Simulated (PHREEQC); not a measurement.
Consider water at 4.6 °C with 0.12 mol CuSO4, 0.055 mol MgSO4 and 0.00096 mol Na2SO4 per kg of water. It is in equilibrium with CO2 at log p = -1 (atm). Otherwise closed; pH follows from the charge balance.

Computed with PHREEQC (ion-association model, wateq4f.dat).

```yaml
pH: 4.05
ionic_strength: 0.360 mol/kgw
```

| species | molality | activity | log γ |
|---|---|---|---|
| SO4-2 | 0.0902 | 0.0219 | -0.615 |
| CuSO4 | 0.0601 | 0.0653 | 0.036 |
| Cu+2 | 0.0597 | 0.0170 | -0.546 |
| Mg+2 | 0.0297 | 0.00940 | -0.500 |
| MgSO4 | 0.0253 | 0.0275 | 0.036 |
| CO2 | 0.00600 | 0.00652 | 0.036 |
| Na+ | 0.00175 | 0.00127 | -0.139 |
| CuHCO3+ | 0.000255 | 0.000188 | -0.132 |
| HSO4- | 0.000181 | 0.000126 | -0.158 |
| NaSO4- | 0.000169 | 0.000121 | -0.144 |
| H+ | 0.000113 | 8.85e-5 | -0.108 |

This is a speciation only: nothing precipitates in the calculation. Constants without temperature data keep their 25 °C values here.
